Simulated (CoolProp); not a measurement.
Computed with CoolProp (reference Helmholtz-energy equation of state, Jacobsen 1992).

Give the vapour pressure (bar), surface tension (mN/m), liquid conductivity (mW/(m K)) of saturated R11 at 289.4, 294.1 K.


```csv
T (K),p (bar),surface tension (mN/m),liquid conductivity (mW/(m K))
289.4,0.772,18.9,89.3
294.1,0.918,18.3,88.0
```

Thermal conductivity comes from a separate model (McLinden 2000), an estimate that may be off by 10 % or more. Surface tension comes from a separate correlation (Mulero 2012).
